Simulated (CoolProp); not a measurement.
Vapour-liquid equilibrium of acetone (1) + toluene (2) at 5.46 bar; x and y are mole fractions of (1).

Model: multi-fluid Helmholtz-energy mixture model, Lemmon 2006 and Lemmon 2006; pair parameters Bell 2016, in CoolProp.

```json
[
 {"x": "0.05", "bubble temperature, mixture model (K)": "447.1", "bubble temperature, Raoult's law (K)": "449.1", "y, mixture model": "0.180", "y, Raoult's law": "0.169"},
 {"x": "0.15", "bubble temperature, mixture model (K)": "433.6", "bubble temperature, Raoult's law (K)": "437.6", "y, mixture model": "0.420", "y, Raoult's law": "0.413"},
 {"x": "0.25", "bubble temperature, mixture model (K)": "423.8", "bubble temperature, Raoult's law (K)": "428.2", "y, mixture model": "0.568", "y, Raoult's law": "0.577"},
 {"x": "0.35", "bubble temperature, mixture model (K)": "416.4", "bubble temperature, Raoult's law (K)": "420.3", "y, mixture model": "0.670", "y, Raoult's law": "0.693"},
 {"x": "0.45", "bubble temperature, mixture model (K)": "410.4", "bubble temperature, Raoult's law (K)": "413.6", "y, mixture model": "0.745", "y, Raoult's law": "0.778"},
 {"x": "0.55", "bubble temperature, mixture model (K)": "405.4", "bubble temperature, Raoult's law (K)": "407.8", "y, mixture model": "0.805", "y, Raoult's law": "0.842"},
 {"x": "0.65", "bubble temperature, mixture model (K)": "401.1", "bubble temperature, Raoult's law (K)": "402.7", "y, mixture model": "[?]", "y, Raoult's law": "0.892"},
 {"x": "0.75", "bubble temperature, mixture model (K)": "[?]", "bubble temperature, Raoult's law (K)": "398.2", "y, mixture model": "0.901", "y, Raoult's law": "0.931"},
 {"x": "0.85", "bubble temperature, mixture model (K)": "393.7", "bubble temperature, Raoult's law (K)": "394.1", "y, mixture model": "0.942", "y, Raoult's law": "0.963"},
 {"x": "0.95", "bubble temperature, mixture model (K)": "[?]", "bubble temperature, Raoult's law (K)": "390.5", "y, mixture model": "[?]", "y, Raoult's law": "0.989"}
]
```

Question: Fill in the missing entries.

Answer: 
- 0.65, y, mixture model: 0.856
- 0.75, bubble temperature, mixture model (K): 397.2
- 0.95, bubble temperature, mixture model (K): 390.3
- 0.95, y, mixture model: 0.981

The largest gap from Raoult's law is -4.4 K in bubble temperature, at x = 0.25. No azeotrope shows between x = 0.05 and 0.95.

Pair parameters are fitted to limited data, so mixtures are less certain than the pure fluids.
